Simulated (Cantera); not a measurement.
What does this Cantera script print?

```python
import numpy as np
import cantera as ct

gas_names = [...]  # 136 gases of nasa_gas.yaml made of C, H, N, O
cond_names = """
    C(gr) C6H6(L) C7H8(L) C8H18(L),n-octa H2O(s) H2O(L)
""".split()


# ... load() reads the species with a 1 bar reference pressure and builds the phases ...
atoms = {
    'C6H6': {'C': 6, 'H': 6},
    'NH3': {'N': 1, 'H': 3},
    'H2': {'H': 2},
    'O2': {'O': 2},
}
top_T = {'C(gr)': 4500}  # K; cautious upper limits of use, not melting points


# ... equilibrate(T, P, feed) seeds the gas with the atoms and calls Mixture.equilibrate('TP', solver="vcs", rtol=1e-11, max_steps=5000) ...
results = []
feed = {'C6H6': 1, 'NH3': 0.51, 'H2': 0.94, 'O2': 0.046}  # mol
P = 10000  # Pa
for T in [1223, 1298, 1373, 1448, 1523, 1598, 1673, 1748, 1823, 1898, 1973, 2048, 2123, 2198]:
    mix = equilibrate(T, P, feed)
    results.append((T, P, feed, dict(zip(mix.species_names, mix.species_moles))))
    x = sorted(zip(gas.X, gas.species_names), reverse=True)
    print(f"T = {T:g} K  P = {P:g} Pa  gas = {mix.phase_moles(0):.4g} mol")
    print("   x: " + "  ".join(f"{s} {v:.3e}" for v, s in x if v > 1e-06))
    print("   condensed (mol): " + ("  ".join(f"{mix.phase(i).name} {mix.phase_moles(i):.4g}"
          for i in range(1, mix.n_phases) if mix.phase_moles(i) > 1e-12) or "none"))
```

Result:

```
T = 1223 K  P = 10000 Pa  gas = 5.046 mol
   x: H2 9.301e-01  N2 5.052e-02  CO 1.820e-02  CH4 1.152e-03  H2O 3.400e-05  HCN 2.074e-05  NH3 3.468e-06
   condensed (mol): C(gr) 5.902
T = 1298 K  P = 10000 Pa  gas = 5.048 mol
   x: H2 9.305e-01  N2 5.049e-02  CO 1.821e-02  CH4 6.898e-04  HCN 4.404e-05  H2O 1.575e-05  H 3.269e-06  NH3 2.522e-06
   condensed (mol): C(gr) 5.904
T = 1373 K  P = 10000 Pa  gas = 5.05 mol
   x: H2 9.308e-01  N2 5.045e-02  CO 1.821e-02  CH4 4.362e-04  HCN 8.601e-05  H 1.016e-05  H2O 7.935e-06  NH3 1.897e-06  C2H2,acetylene 1.609e-06
   condensed (mol): C(gr) 5.905
T = 1448 K  P = 10000 Pa  gas = 5.051 mol
   x: H2 9.309e-01  N2 5.041e-02  CO 1.821e-02  CH4 2.891e-04  HCN 1.566e-04  H 2.812e-05  C2H2,acetylene 4.424e-06  H2O 4.296e-06  HNC 2.219e-06  NH3 1.469e-06
   condensed (mol): C(gr) 5.906
T = 1523 K  P = 10000 Pa  gas = 5.051 mol
   x: H2 9.309e-01  N2 5.035e-02  CO 1.821e-02  HCN 2.685e-04  CH4 1.995e-04  H 7.052e-05  C2H2,acetylene 1.100e-05  HNC 4.878e-06  H2O 2.473e-06  NH3 1.166e-06
   condensed (mol): C(gr) 5.906
T = 1598 K  P = 10000 Pa  gas = 5.052 mol
   x: H2 9.308e-01  N2 5.025e-02  CO 1.821e-02  HCN 4.372e-04  H 1.624e-04  CH4 1.426e-04  C2H2,acetylene 2.507e-05  HNC 9.946e-06  H2O 1.500e-06
   condensed (mol): C(gr) 5.905
T = 1673 K  P = 10000 Pa  gas = 5.052 mol
   x: H2 9.305e-01  N2 5.012e-02  CO 1.821e-02  HCN 6.807e-04  H 3.474e-04  CH4 1.051e-04  C2H2,acetylene 5.301e-05  HNC 1.900e-05
   condensed (mol): C(gr) 5.903
T = 1748 K  P = 10000 Pa  gas = 5.053 mol
   x: H2 9.299e-01  N2 4.993e-02  CO 1.821e-02  HCN 1.019e-03  H 6.967e-04  C2H2,acetylene 1.050e-04  CH4 7.953e-05  HNC 3.429e-05  CH3 1.209e-06
   condensed (mol): C(gr) 5.901
T = 1823 K  P = 10000 Pa  gas = 5.055 mol
   x: H2 9.290e-01  N2 4.968e-02  CO 1.820e-02  HCN 1.473e-03  H 1.321e-03  C2H2,acetylene 1.964e-04  CH4 6.158e-05  HNC 5.884e-05  CH3 1.767e-06
   condensed (mol): C(gr) 5.898
T = 1898 K  P = 10000 Pa  gas = 5.058 mol
   x: H2 9.275e-01  N2 4.934e-02  CO 1.819e-02  H 2.381e-03  HCN 2.065e-03  C2H2,acetylene 3.490e-04  HNC 9.656e-05  CH4 4.864e-05  CH3 2.502e-06
   condensed (mol): C(gr) 5.893
T = 1973 K  P = 10000 Pa  gas = 5.062 mol
   x: H2 9.252e-01  N2 4.889e-02  CO 1.817e-02  H 4.104e-03  HCN 2.816e-03  C2H2,acetylene 5.927e-04  HNC 1.523e-04  CH4 3.908e-05  CH3 3.444e-06
   condensed (mol): C(gr) 5.887
T = 2048 K  P = 10000 Pa  gas = 5.069 mol
   x: H2 9.218e-01  N2 4.832e-02  CO 1.815e-02  H 6.799e-03  HCN 3.742e-03  C2H2,acetylene 9.663e-04  HNC 2.315e-04  CH4 3.185e-05  CH3 4.617e-06
   condensed (mol): C(gr) 5.878
T = 2123 K  P = 10000 Pa  gas = 5.079 mol
   x: H2 9.167e-01  N2 4.760e-02  CO 1.811e-02  H 1.086e-02  HCN 4.858e-03  C2H2,acetylene 1.518e-03  HNC 3.406e-04  CH4 2.626e-05  CH3 6.041e-06  CN 1.766e-06  C4H2 1.019e-06
   condensed (mol): C(gr) 5.866
T = 2198 K  P = 10000 Pa  gas = 5.095 mol
   x: H2 9.094e-01  N2 4.672e-02  CO 1.806e-02  H 1.679e-02  HCN 6.171e-03  C2H2,acetylene 2.305e-03  HNC 4.861e-04  CH4 2.184e-05  CH3 7.727e-06  CN 4.042e-06  C4H2 2.379e-06  C2H 1.466e-06
   condensed (mol): C(gr) 5.85
```

Equilibrium computed with Cantera from the NASA thermochemical tables; the gas is ideal and each condensed phase is pure.
